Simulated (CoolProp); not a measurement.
Vapour-liquid equilibrium of cis-2-butene (1) + ethanol (2) at 909 kPa; x and y are mole fractions of (1).

Computed with CoolProp (multi-fluid Helmholtz-energy mixture model, Lemmon 2005 and Schroeder 2014; pair parameters Bell 2016).

```tsv
x	bubble temperature (°C)	y at the bubble point	dew temperature at overall composition x (°C)	liquid density (mol/L)
0.05	133.8	…	145.0	14.17
0.15	…	0.666	140.8	13.99
0.25	96.1	0.801	136.2	13.57
0.35	89.5	0.849	131.2	12.99
0.45	86.9	0.867	125.7	12.36
0.55	85.7	0.875	119.3	11.73
0.65	…	0.884	111.7	11.16
0.75	83.3	0.898	102.2	10.65
0.85	81.6	0.924	89.4	10.21
0.95	79.8	0.968	80.4	9.854
```

### Question
What belongs in the gaps?

### Answer

- 0.05, y at the bubble point: 0.301
- 0.15, bubble temperature (°C): 110.3
- 0.65, bubble temperature (°C): 84.6

No azeotrope shows between x = 0.05 and 0.95.

The pair parameters rest on a limited set of measurements; away from them the model extrapolates. With so large a gap from Raoult's law the liquid may split in two, which this calculation doesn't test in full.
